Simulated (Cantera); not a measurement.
# Counterflow diffusion flame

A counterflow diffusion flame at 100000 Pa, nozzles 20 mm apart: fuel side CH₃OH = 1 (molar parts) at 550 K, oxidiser side O₂ : N₂ = 0.23 : 0.77 (molar parts) at 400 K, fuel mass flux 1 times the oxidiser's; mixture-averaged transport, no radiation.

Model: GRI-Mech 3.0 (53 species, 325 reactions), integrated in Cantera. GRI-Mech 3.0 was tuned for natural gas; its chemistry of methanol as a main component is partial and can be far from experiment. GRI-Mech 3.0 has no aromatics or soot, which form on the fuel side of real flames. The maximum strain rate includes the flame's own expansion and is several times the mean.

| oxidiser flux (kg/m²/s) | max strain (1/s) | mean strain (1/s) | T max (K) | peak x OH | peak x H | peak x NO | peak x CO | peak x C₂H₂ |
|---|---|---|---|---|---|---|---|---|
| 0.25 | 170 | 32.2 | 2193 | 0.0116 | 0.00698 | 0.000134 | 0.194 | 0.000110 |
| 0.31 | 205 | 39.9 | 2170 | 0.0117 | 0.00748 | 0.000111 | 0.193 | 0.000128 |
| 0.38 | 246 | 49.0 | 2147 | 0.0118 | 0.00797 | 9.42e-5 | 0.192 | 0.000146 |
| 0.47 | 297 | 60.6 | 2122 | 0.0118 | 0.00849 | 7.92e-5 | 0.191 | 0.000168 |
| 0.59 | 364 | 76.0 | 2093 | 0.0119 | 0.00905 | 6.65e-5 | 0.189 | 0.000194 |
| 0.73 | 442 | 94.1 | 2066 | 0.0118 | 0.00960 | 5.73e-5 | 0.188 | 0.000220 |
| 0.9 | 536 | 116 | 2039 | 0.0118 | 0.0101 | 5.01e-5 | 0.186 | 0.000247 |
| 1.1 | 646 | 142 | 2014 | 0.0117 | 0.0107 | 4.48e-5 | 0.184 | 0.000276 |
| 1.4 | 810 | 180 | 1987 | 0.0117 | 0.0113 | 3.98e-5 | 0.182 | 0.000313 |
| 1.7 | 972 | 219 | 1961 | 0.0115 | 0.0118 | 3.61e-5 | 0.181 | 0.000342 |
x: mole fraction; the columns are a selection and need not sum to one.
